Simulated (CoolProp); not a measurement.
Model: reference Helmholtz-energy equation of state, Tillner-Roth 1997, in CoolProp.

Question: Give the vapour pressure (MPa), enthalpy of vaporisation (kJ/kg), vapour Z, liquid viscosity (µPa s) of saturated CH2F2 (R32) at 228.8 K.

Answer: 
```csv
T (K),p (MPa),enthalpy of vaporisation (kJ/kg),vapour Z,liquid viscosity (µPa s)
228.8,0.145,374,0.947,271
```

Viscosity comes from a separate model (Bell 2016), an estimate that may be off by 10 % or more.
